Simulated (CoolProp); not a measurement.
Values from CoolProp's reference Helmholtz-energy equation of state, Lemmon 2006. It is a short technical equation, of lower accuracy than the large ones.

### Question
Give the vapour pressure (MPa), vapour Z, surface tension (mN/m), liquid viscosity (µPa s) of saturated n-nonane at 168.35 °C.

### Answer
```
T (°C)  p (MPa)  vapour Z  surface tension (mN/m)  liquid viscosity (µPa s)
------  -------  --------  ----------------------  ------------------------
168.35    0.158     0.921                    9.72                       184
```

Viscosity comes from a separate model (Huber 2004). Surface tension comes from a separate correlation (Mulero 2012).
